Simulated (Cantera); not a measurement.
A Cantera script and what it prints.

```python
import numpy as np
import cantera as ct

gas_names = [...]  # 123 gases of nasa_gas.yaml made of C, H, O, Si
cond_names = """
    C(gr) C6H6(L) C7H8(L) C8H18(L),n-octa H2O(s) H2O(L) Si(cr) Si(L) SiC(b) SiO2(Lqz) SiO2(hqz) SiO2(L)
""".split()


# ... load() reads the species with a 1 bar reference pressure and builds the phases ...
atoms = {
    'Si': {'Si': 1},
    'H2O': {'H': 2, 'O': 1},
    'CO': {'C': 1, 'O': 1},
}
top_T = {'C(gr)': 4500, 'SiC(b)': 3050}  # K; cautious upper limits of use, not melting points


# ... equilibrate(T, P, feed) seeds the gas with the atoms and calls Mixture.equilibrate('TP', solver="vcs", rtol=1e-11, max_steps=5000) ...
results = []
feed = {'Si': 1, 'H2O': 0.021, 'CO': 4.9}  # mol
P = 133.322  # Pa
for T in [1248, 1348, 1448, 1548, 1648, 1748, 1848, 1948, 2048]:
    mix = equilibrate(T, P, feed)
    results.append((T, P, feed, dict(zip(mix.species_names, mix.species_moles))))
    x = sorted(zip(gas.X, gas.species_names), reverse=True)
    print(f"T = {T:g} K  P = {P:g} Pa  gas = {mix.phase_moles(0):.4g} mol")
    print("   x: " + "  ".join(f"{s} {v:.3e}" for v, s in x if v > 0.001))
    print("   condensed (mol): " + ("  ".join(f"{mix.phase(i).name} {mix.phase_moles(i):.4g}"
          for i in range(1, mix.n_phases) if mix.phase_moles(i) > 1e-12) or "none"))
```

Result:

```
T = 1248 K  P = 133.322 Pa  gas = 2.942 mol
   x: CO 9.928e-01  H2 7.137e-03
   condensed (mol): C(gr) 1.979  SiO2(hqz) 1
T = 1348 K  P = 133.322 Pa  gas = 4.268 mol
   x: CO 9.939e-01  H2 4.918e-03  SiO 1.131e-03
   condensed (mol): SiC(b) 0.6581  SiO2(hqz) 0.3371
T = 1448 K  P = 133.322 Pa  gas = 4.389 mol
   x: CO 9.735e-01  SiO 2.175e-02  H2 4.776e-03
   condensed (mol): SiC(b) 0.6279  SiO2(hqz) 0.2767
T = 1548 K  P = 133.322 Pa  gas = 4.942 mol
   x: CO 8.924e-01  SiO 1.033e-01  H2 4.222e-03
   condensed (mol): SiC(b) 0.4895
T = 1648 K  P = 133.322 Pa  gas = 4.942 mol
   x: CO 8.924e-01  SiO 1.033e-01  H2 4.170e-03
   condensed (mol): SiC(b) 0.4895
T = 1748 K  P = 133.322 Pa  gas = 4.943 mol
   x: CO 8.922e-01  SiO 1.032e-01  H2 4.049e-03
   condensed (mol): SiC(b) 0.4892
T = 1848 K  P = 133.322 Pa  gas = 4.947 mol
   x: CO 8.918e-01  SiO 1.029e-01  H2 3.797e-03
   condensed (mol): SiC(b) 0.488
T = 1948 K  P = 133.322 Pa  gas = 4.961 mol
   x: CO 8.905e-01  SiO 1.014e-01  H2 3.336e-03  Si 2.917e-03  H 1.788e-03
   condensed (mol): SiC(b) 0.4817
T = 2048 K  P = 133.322 Pa  gas = 5.012 mol
   x: CO 8.861e-01  SiO 9.569e-02  Si 1.192e-02  H 3.136e-03  H2 2.615e-03
   condensed (mol): SiC(b) 0.456
```

Method: chemical equilibrium by Gibbs-energy minimisation in Cantera with the NASA 1993 tables (ideal gas, pure condensed phases). Mutual solubility and eutectic melting of coexisting phases are not modelled. The tables hold silica as quartz up to 1696 K and as liquid above; real silica turns to tridymite and cristobalite and melts near 1996 K.
